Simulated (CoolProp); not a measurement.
Vapour-liquid equilibrium of p-xylene (1) + n-nonane (2) at 49.45 °C; x and y are mole fractions of (1).

Model: multi-fluid Helmholtz-energy mixture model, Zhou 2012 and Lemmon 2006; pair parameters Bell 2016, in CoolProp.

Give the bubble pressure and the first vapour's composition at x = 0.35, 0.45, 0.85. Is there an azeotrope?

x = 0.35: 0.03088 bar, y = 0.495; x = 0.45: 0.03272 bar, y = 0.593; x = 0.85: 0.03972 bar, y = 0.906. No azeotrope shows between x = 0.05 and 0.95.

Pair parameters are fitted to limited data, so mixtures are less certain than the pure fluids.
